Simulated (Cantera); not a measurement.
Feed: 1 mol SiF₄, 0.4 mol O₃, equilibrated at 1300 °C and 13.3 mbar.

Equilibrium computed with Cantera from the NASA thermochemical tables; the gas is ideal and each condensed phase is pure. Candidate condensed phases: Si, SiO₂; 17 gas species. Rates play no part.

Base state: SiF₄ 0.625, O₂ 0.375, O 5.55e-5, F 1.15e-5 (mole fractions); condensed: gas only.

### Question
What changes in the equilibrium state with this change: 0.0017 mol H₂O added?

### Answer
```
species               before     after
-------------------  -------  --------
SiF₄                   0.625     0.623
O₂                     0.375     0.374
HF                         0   0.00212
F                    1.15e-5   1.15e-5
O                    5.55e-5   5.55e-5
SiO₂(β-quartz), mol        0  0.000852
```
The tables hold silica as quartz up to 1696 K and as liquid above; real silica turns to tridymite and cristobalite and melts near 1996 K. Further candidate phases: H₂O.

### Question
What changes in the equilibrium state with this change: temperature from 1300 °C to 1827 °C?

### Answer
| species | before | after |
|---|---|---|
| SiF₄ | 0.625 | 0.618 |
| O₂ | 0.375 | 0.369 |
| O | 5.55e-5 | 0.00731 |
| SiO | <1e-9 | 3.02e-5 |
| SiO₂ | 1.45e-9 | 1.48e-5 |
| SiF₃ | 6.19e-6 | 0.00277 |
| F | 1.15e-5 | 0.00295 |
The tables' values for SiF₃, SiO₂ are old estimates; treat these amounts as uncertain.
